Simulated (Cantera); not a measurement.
Input (Python, Cantera) and output of one run.

```python
import numpy as np
import cantera as ct

gas_names = """
    CL CL2 H HCL H2 Si SiCL SiCL2 SiCL3 SiCL4 SiH SiHCL3 SiH2 SiH2CL2 SiH3 SiH3CL SiH4 Si2 Si3
""".split()
cond_names = """
    Si(cr) Si(L)
""".split()


# ... load() reads the species with a 1 bar reference pressure and builds the phases ...
atoms = {
    'Si': {'Si': 1},
    'HCl': {'H': 1, 'CL': 1},
    'H2': {'H': 2},
}
top_T = {}  # K; cautious upper limits of use, not melting points


# ... equilibrate(T, P, feed) seeds the gas with the atoms and calls Mixture.equilibrate('TP', solver="vcs", rtol=1e-11, max_steps=5000) ...
results = []
feed = {'Si': 1, 'HCl': 0.013, 'H2': 0.59}  # mol
P = 6800  # Pa
for T in [925, 975, 1025, 1075, 1125, 1175, 1225, 1275, 1325, 1375, 1425, 1475]:
    mix = equilibrate(T, P, feed)
    results.append((T, P, feed, dict(zip(mix.species_names, mix.species_moles))))
    x = sorted(zip(gas.X, gas.species_names), reverse=True)
    print(f"T = {T:g} K  P = {P:g} Pa  gas = {mix.phase_moles(0):.4g} mol")
    print("   x: " + "  ".join(f"{s} {v:.3e}" for v, s in x if v > 0.0001))
    print("   condensed (mol): " + ("  ".join(f"{mix.phase(i).name} {mix.phase_moles(i):.4g}"
          for i in range(1, mix.n_phases) if mix.phase_moles(i) > 1e-12) or "none"))
```

Result:

```
T = 925 K  P = 6800 Pa  gas = 0.6001 mol
   x: H2 9.904e-01  HCL 4.762e-03  SiCL4 2.616e-03  SiHCL3 1.977e-03  SiH2CL2 1.467e-04
   condensed (mol): Si(cr) 0.9971
T = 975 K  P = 6800 Pa  gas = 0.6006 mol
   x: H2 9.886e-01  HCL 7.265e-03  SiCL4 2.161e-03  SiHCL3 1.681e-03  SiH2CL2 1.369e-04
   condensed (mol): Si(cr) 0.9975
T = 1025 K  P = 6800 Pa  gas = 0.6011 mol
   x: H2 9.864e-01  HCL 1.029e-02  SiCL4 1.599e-03  SiHCL3 1.318e-03  SiCL2 1.915e-04  SiCL3 1.211e-04  SiH2CL2 1.205e-04
   condensed (mol): Si(cr) 0.998
T = 1075 K  P = 6800 Pa  gas = 0.6017 mol
   x: H2 9.840e-01  HCL 1.344e-02  SiCL4 1.009e-03  SiHCL3 9.178e-04  SiCL2 3.588e-04  SiCL3 1.512e-04
   condensed (mol): Si(cr) 0.9985
T = 1125 K  P = 6800 Pa  gas = 0.6023 mol
   x: H2 9.820e-01  HCL 1.613e-02  SiCL2 5.613e-04  SiHCL3 5.495e-04  SiCL4 5.196e-04  SiCL3 1.539e-04
   condensed (mol): Si(cr) 0.9989
T = 1175 K  P = 6800 Pa  gas = 0.6026 mol
   x: H2 9.807e-01  HCL 1.787e-02  SiCL2 7.429e-04  SiHCL3 2.841e-04  SiCL4 2.195e-04  SiCL3 1.292e-04
   condensed (mol): Si(cr) 0.9991
T = 1225 K  P = 6800 Pa  gas = 0.6028 mol
   x: H2 9.800e-01  HCL 1.874e-02  SiCL2 8.737e-04  SiHCL3 1.347e-04
   condensed (mol): Si(cr) 0.9993
T = 1275 K  P = 6800 Pa  gas = 0.6029 mol
   x: H2 9.798e-01  HCL 1.909e-02  SiCL2 9.637e-04
   condensed (mol): Si(cr) 0.9993
T = 1325 K  P = 6800 Pa  gas = 0.603 mol
   x: H2 9.797e-01  HCL 1.920e-02  SiCL2 1.031e-03
   condensed (mol): Si(cr) 0.9993
T = 1375 K  P = 6800 Pa  gas = 0.603 mol
   x: H2 9.796e-01  HCL 1.921e-02  SiCL2 1.086e-03
   condensed (mol): Si(cr) 0.9993
T = 1425 K  P = 6800 Pa  gas = 0.603 mol
   x: H2 9.796e-01  HCL 1.918e-02  SiCL2 1.133e-03
   condensed (mol): Si(cr) 0.9993
T = 1475 K  P = 6800 Pa  gas = 0.603 mol
   x: H2 9.796e-01  HCL 1.913e-02  SiCL2 1.176e-03
   condensed (mol): Si(cr) 0.9993
```

These are equilibrium values from Cantera (NASA tables, ideal gas, pure condensed phases), not measurements of a reactor. The tables' values for SiCl3 are old estimates; treat these amounts as uncertain.
